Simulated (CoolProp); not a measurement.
Vapour-liquid equilibrium of C2F6 (R116) (1) + R22 (2) at 197.7 K; x and y are mole fractions of (1).

Model: multi-fluid Helmholtz-energy mixture model, Lemmon 2006 and Kamei 1995; pair parameters Bell 2016, in CoolProp.

Q: Give the bubble pressure and the first vapour's composition at x = 0.125, 0.5, 0.95. Is there an azeotrope?

A: x = 0.125: 0.08330 MPa, y = 0.839; x = 0.5: 0.1047 MPa, y = 0.879; x = 0.95: 0.1152 MPa, y = 0.964. No azeotrope shows between x = 0.05 and 0.95.

The pair parameters rest on a limited set of measurements; away from them the model extrapolates. With so large a gap from Raoult's law the liquid may split in two, which this calculation doesn't test in full.
